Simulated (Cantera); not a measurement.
An isothermal, constant-pressure homogeneous reactor starts with 0.408 % C₂H₄, 1.36 % O₂, 97.1 % N₂, 1.16 % H₂O, equivalence ratio 0.90, at 1273 K and 101000 Pa.

Detailed kinetics in Cantera: GRI-Mech 3.0 (53 species, 325 reactions). GRI-Mech 3.0 was tuned for natural gas; its chemistry of ethylene as a main component is partial and can be far from experiment.

x: mole fraction; the columns are a selection and need not sum to one.

```csv
t (s),x C₂H₄,x O₂,x H,x CH₄,x H₂O₂
0.000400,0.00407,0.0136,1.77e-6,4.72e-8,___
0.00119,0.000127,0.00676,0.000277,0.000204,___
0.00356,<1e-12,0.00265,0.000456,<1e-12,___
0.0106,<1e-12,0.00162,6.42e-5,<1e-12,___
0.0317,<1e-12,0.00140,5.00e-6,<1e-12,___
0.0948,<1e-12,0.00136,3.03e-7,<1e-12,___
0.283,<1e-12,0.00136,1.95e-8,<1e-12,8.95e-10
0.844,<1e-12,0.00136,1.88e-9,<1e-12,2.03e-10
2.52,<1e-12,0.00136,3.35e-10,<1e-12,6.57e-11
7.52,<1e-12,0.00136,1.33e-10,<1e-12,3.50e-11
22.4,<1e-12,0.00136,1.21e-10,<1e-12,3.26e-11
67.0,<1e-12,0.00136,1.21e-10,<1e-12,3.26e-11
200,<1e-12,0.00136,1.21e-10,<1e-12,3.26e-11
```

**Question.** Some entries are withheld; supply them.

**Answer.** 
- 0.000400, x H₂O₂: 2.19e-9
- 0.00119, x H₂O₂: 1.23e-7
- 0.00356, x H₂O₂: 2.16e-7
- 0.0106, x H₂O₂: 9.92e-8
- 0.0317, x H₂O₂: 2.58e-8
- 0.0948, x H₂O₂: 4.88e-9
